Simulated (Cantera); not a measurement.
Input: 1 mol TEOS, 0.052 mol O3, 0.26 mol H2, at 370 Pa.

Equilibrium computed with Cantera from the NASA thermochemical tables; the gas is ideal and each condensed phase is pure. Candidate condensed phases: C, C6H6, C7H8, C8H18, H2O, Si, SiC, SiO2; 123 gas species. The feed counts by its element totals alone. Mutual solubility and eutectic melting of coexisting phases are not modelled. The tables hold silica as quartz up to 1696 K and as liquid above; real silica turns to tridymite and cristobalite and melts near 1996 K. Rates play no part.

log p: log10 of the partial pressure in bar; n: condensed amount in mol.

```csv
T (°C),log p H2,log p CO,log p H2O,log p CO2,n C(graphite),n SiO2(α-quartz),n SiO2(β-quartz),n SiC(s)
550,-2.51,-3.23,-4.62,-4.77,5.95,1.00,0,0
650,-2.51,-3.20,-5.52,-5.89,5.85,0,1.00,0
750,-2.51,-3.19,-6.27,-6.83,5.84,0,1.00,0
850,-2.51,-3.19,-6.89,-7.60,5.84,0,1.00,0
950,-2.51,-3.19,-7.40,-8.25,5.84,0,1.000,0
1050,-2.55,?,?,?,?,0,?,?
1150,-2.58,-2.97,-8.06,-8.81,2.86,0,0,0.994
1250,-2.58,-2.97,?,?,2.86,0,0,0.991
1350,-2.58,-2.97,-8.67,-9.56,2.87,0,0,0.987
1450,-2.58,-2.97,-8.93,-9.87,2.88,0,0,0.982
```

### Question
What belongs in the gaps?

### Answer

- 1050, log p CO: -3.04
- 1050, log p H2O: -7.73
- 1050, log p CO2: -8.49
- 1050, n C(graphite): 4.10
- 1050, n SiO2(β-quartz): 0.417
- 1050, n SiC(s): 0.580
- 1250, log p H2O: -8.39
- 1250, log p CO2: -9.21
